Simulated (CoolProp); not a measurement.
The numbers come from the reference Helmholtz-energy equation of state, Polt 1992 in CoolProp. This equation is an older, rougher fit; its heat capacities, sound speeds and derivatives of the liquid may be far off and weren't checked against measurements.

Give the vapour pressure (bar), liquid density (kg/m³), vapour density (kg/m³), enthalpy of vaporisation (kJ/kg) of saturated cyclopropane at 14.95, 48.15, 114.55 °C.


```tsv
T (°C)	p (bar)	liquid density (kg/m³)	vapour density (kg/m³)	enthalpy of vaporisation (kJ/kg)
14.95	5.47	634	10.8	418
48.15	12.9	581	25.2	365
114.55	46.8	406	124	169
```
